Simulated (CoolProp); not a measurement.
CHF3 (R23) along the isotherm -45.45 °C: Z from the reference equation and from simpler models built on Tc = 26.1 °C, pc = 4.832 MPa, ω = 0.263; each cubic takes its own stable root.

Values from CoolProp's reference Helmholtz-energy equation of state, Penoncello 2003.

| p (MPa) | phase | reference | van der Waals | Redlich-Kwong | Soave-Redlich-Kwong | Peng-Robinson |
|---|---|---|---|---|---|---|
| 3.22 | liquid | 0.09111 | 0.1589 | 0.1117 | 0.1070 | 0.09453 |
| 6.44 | liquid | 0.1804 | 0.3079 | 0.2188 | 0.2108 | 0.1866 |
| 9.66 | liquid | 0.2681 | … | 0.3226 | 0.3120 | 0.2765 |
| 12.9 | liquid | 0.3550 | 0.5907 | 0.4243 | 0.4118 | 0.3654 |
| 16.1 | liquid | 0.4396 | … | 0.5226 | 0.5086 | 0.4518 |
| 19.3 | liquid | 0.5232 | 0.8582 | 0.6192 | 0.6039 | 0.5370 |
| 22.5 | liquid | 0.6059 | 0.9887 | 0.7143 | 0.6979 | 0.6211 |
| 25.8 | liquid | 0.6902 | 1.122 | … | 0.7937 | 0.7069 |
| 29 | liquid | 0.7712 | 1.249 | 0.9036 | 0.8856 | 0.7893 |
| 32.2 | liquid | 0.8514 | 1.375 | 0.9952 | 0.9765 | 0.8709 |
| 35.4 | liquid | 0.9310 | 1.500 | 1.086 | … | 0.9519 |
| 38.7 | liquid | 1.012 | 1.628 | 1.179 | 1.159 | 1.035 |
| 41.9 | liquid | 1.091 | … | … | 1.248 | 1.115 |
| 45.1 | liquid | 1.168 | 1.874 | … | 1.336 | 1.194 |
| 48.3 | liquid | 1.246 | 1.996 | … | 1.424 | 1.273 |

Question: What belongs in the gaps?

Answer: 
- 9.66, van der Waals: 0.4509
- 16.1, van der Waals: 0.7257
- 25.8, Redlich-Kwong: 0.8110
- 35.4, Soave-Redlich-Kwong: 1.067
- 41.9, van der Waals: 1.752
- 41.9, Redlich-Kwong: 1.268
- 45.1, Redlich-Kwong: 1.356
- 48.3, Redlich-Kwong: 1.444
